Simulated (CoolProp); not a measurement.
Vapour-liquid equilibrium of dimethyl ether (1) + n-pentane (2) at 0.0826 MPa; x and y are mole fractions of (1).

Values from CoolProp's multi-fluid Helmholtz-energy mixture model, Wu 2011 and Thol 2019; pair parameters Bell 2016.

| x | bubble temperature, mixture model (K) | bubble temperature, Raoult's law (K) | y, mixture model | y, Raoult's law |
|---|---|---|---|---|
| 0.05 | 297.2 | 294.3 | 0.237 | 0.319 |
| 0.15 | 283.2 | 281.3 | 0.613 | 0.639 |
| 0.25 | 270.6 | 272.4 | 0.810 | 0.786 |
| 0.35 | 261.4 | 265.7 | 0.898 | 0.864 |
| 0.45 | 255.3 | 260.5 | 0.937 | 0.911 |
| 0.55 | 251.5 | 256.3 | 0.957 | 0.942 |
| 0.65 | 249.1 | 252.8 | 0.968 | 0.962 |
| 0.75 | 247.5 | 249.8 | 0.975 | 0.977 |
| 0.85 | 246.2 | 247.1 | 0.982 | 0.988 |
| 0.95 | 244.7 | 244.8 | 0.992 | 0.997 |

The largest gap from Raoult's law is -5.2 K in bubble temperature, at x = 0.45. No azeotrope shows between x = 0.05 and 0.95.

Pair parameters are fitted to limited data, so mixtures are less certain than the pure fluids. The gap from Raoult's law changes sign with composition, which may be real or a fault of the pair parameters; it wasn't checked against measurements.
